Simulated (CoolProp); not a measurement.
The numbers come from the reference Helmholtz-energy equation of state, Schroeder 2014 in CoolProp.

### Question
Give the vapour pressure (bar), surface tension (mN/m), liquid viscosity (µPa s), vapour viscosity (µPa s) of saturated ethanol at 301.1, 411.7, 453.2 K.

### Answer
```csv
T (K),p (bar),surface tension (mN/m),liquid viscosity (µPa s),vapour viscosity (µPa s)
301.1,0.0933,21.6,1020,8.86
411.7,7.27,10.7,197,12.2
453.2,19.8,6.54,117,13.7
```

Viscosity comes from a separate model (Kiselev 2005). Surface tension comes from a separate correlation (Mulero 2012).
